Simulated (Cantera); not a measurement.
Feed: 1 mol BN, 5.9 mol NF₃, 33 mol H₂, equilibrated at 1800 K and 22.0 Pa.

Cantera equilibrium calculation (NASA polynomials, part measured and part estimated; ideal gas, pure solids and liquids). Candidate condensed phases: B, BN; 31 gas species. The tables' values for BF₂ are old estimates; treat these amounts as uncertain. Rates play no part.

Base state: H₂ 0.553, HF 0.331, N₂ 0.0760, H 0.0179, BF₃ 0.0160, BF₂ 0.00454, BF 0.00140, BHF₂ 0.000103 (mole fractions); condensed: gas only.

Question: What changes in the equilibrium state with this change: temperature from 1800 K to 750 K?

Answer: 
```json
[
 {"species": "H₂", "before": "0.553", "after": "0.573"},
 {"species": "HF", "before": "0.331", "after": "0.328"},
 {"species": "N₂", "before": "0.0760", "after": "0.0770"},
 {"species": "H", "before": "0.0179", "after": "<1e-9"},
 {"species": "BF₃", "before": "0.0160", "after": "0.0223"},
 {"species": "BF₂", "before": "0.00454", "after": "<1e-9"},
 {"species": "BF", "before": "0.00140", "after": "<1e-9"}
]
```
